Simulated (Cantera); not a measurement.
Stirred combustor or abatement burner

A perfectly stirred reactor is fed with CH3OH : O2 : N2 = 1 : 1.61 : 7.8 (molar parts), at 750 Torr; it is adiabatic with a 750 K inlet, and is followed from long to short residence time, starting on the burning branch (τ in s: 0.46, 0.16, 0.056, 0.019, 0.0068, 0.0024, 0.00083, 0.00029, 0.0001, 3.5e-05, 1.2e-05, 4.3e-06).

Computed with Cantera and GRI-Mech 3.0 (53 species, 325 reactions). GRI-Mech 3.0 was tuned for natural gas; its chemistry of methanol as a main component is partial and can be far from experiment.

```
τ (s)    T (K)   x CH3OH    x O2   x CO2    x HCN   x CH2CO
-------  -----  --------  ------  ------  -------  --------
0.46      2243   1.91e-7  0.0123  0.0844  1.40e-8  1.51e-11
0.16      2239   5.15e-7  0.0129  0.0839  2.49e-8  4.08e-11
0.056     2225   1.29e-6  0.0140  0.0826  3.11e-8  1.02e-10
0.019     2195   3.00e-6  0.0157  0.0799  3.04e-8  2.43e-10
0.0068    2146   6.22e-6  0.0180  0.0762  3.32e-8  5.94e-10
0.0024    2081   1.29e-5  0.0209  0.0716  5.24e-8   1.87e-9
0.00083   2004   2.87e-5  0.0241  0.0666  1.09e-7   7.49e-9
0.00029   1928   7.08e-5  0.0277  0.0611  2.42e-7   3.66e-8
0.00010   1845  0.000222  0.0338  0.0515  5.43e-7   2.65e-7
3.5e-5     750    0.0961   0.155  <1e-12   <1e-12    <1e-12
1.2e-5     750    0.0961   0.155  <1e-12   <1e-12    <1e-12
4.3e-6     750    0.0961   0.155  <1e-12   <1e-12    <1e-12
```
x: mole fraction; the columns are a selection and need not sum to one.
